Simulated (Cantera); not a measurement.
An isothermal, constant-pressure homogeneous reactor starts with N₂O : N₂ = 1 : 2.4 (molar parts), at 1425 K and 3300 Pa. Integrator tolerance rtol = 1e-08.

Computed with Cantera and GRI-Mech 3.0 (53 species, 325 reactions). GRI-Mech 3.0 was tuned for natural gas; its chemistry of N2O as a main component is partial and can be far from experiment. Radical loss at walls, strong at low pressure, is not modelled. The temperature is held fixed by assumption; the heat of reaction is taken as removed at once.

Q: What does this change do: 0.23 parts H2O added?

A: 
| quantity | before | after |
|---|---|---|
| x(N₂O) at 7.00 s | 0.00239 (gas-phase equilibrium 8.24e-9) | 0.000693 (gas-phase equilibrium 7.56e-9) |
| x(NO) at 7.00 s | 0.0523 (gas-phase equilibrium 0.000686) | 0.0340 (gas-phase equilibrium 0.000648) |
| x(O) at 7.00 s | 1.60e-5 (gas-phase equilibrium 2.75e-6) | 9.17e-6 (gas-phase equilibrium 2.67e-6) |
| x(N₂) at 7.00 s | 0.844 (gas-phase equilibrium 0.871) | 0.806 (gas-phase equilibrium 0.823) |
| x(O₂) at 7.00 s | 0.101 (gas-phase equilibrium 0.128) | 0.104 (gas-phase equilibrium 0.121) |

Q: What does this change do: temperature 1425 to 1250 K?

A: 
```csv
quantity,before,after
x(N₂O) at 7.00 s,0.00239 (gas-phase equilibrium 8.24e-9),0.198 (gas-phase equilibrium 3.03e-9)
x(NO) at 7.00 s,0.0523 (gas-phase equilibrium 0.000686),0.0105 (gas-phase equilibrium 0.000233)
x(O) at 7.00 s,1.60e-5 (gas-phase equilibrium 2.75e-6),3.83e-6 (gas-phase equilibrium 1.37e-7)
x(N₂) at 7.00 s,0.844 (gas-phase equilibrium 0.871),0.755 (gas-phase equilibrium 0.872)
x(O₂) at 7.00 s,0.101 (gas-phase equilibrium 0.128),0.0366 (gas-phase equilibrium 0.128)
```
The mechanism lacks the step 2 NO + O2 → 2 NO2, which can matter for NO2 below about 1400 K.
